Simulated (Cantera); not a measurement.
Feed: 1 mol PbBr₂, 6.2 mol H₂, equilibrated at 13.3 mbar.

These are equilibrium values from Cantera (NASA tables, ideal gas, pure condensed phases), not measurements of a reactor. Candidate condensed phases: Br₂, Pb, PbBr₂; 10 gas species. Kinetics and transport are ignored. All values below are at 1048 K.

Base state: H₂ 0.882, PbBr₄ 0.0440, PbBr₂ 0.0422, HBr 0.0249, PbBr 0.00347, Pb 0.00335 (mole fractions); condensed: Pb(l).

### Question
What changes in the equilibrium state with this change: H₂ from 6.2 to 40 mol?

### Answer
| species | before | after |
|---|---|---|
| H₂ | 0.882 | 0.968 |
| HBr | 0.0249 | 0.0133 |
| PbBr₂ | 0.0422 | 0.0109 |
| PbBr₄ | 0.0440 | 0.00295 |
| PbBr | 0.00347 | 0.00176 |
| Pb | 0.00335 | 0.00335 |
| Pb(l), mol | 0.356 | 0.220 |
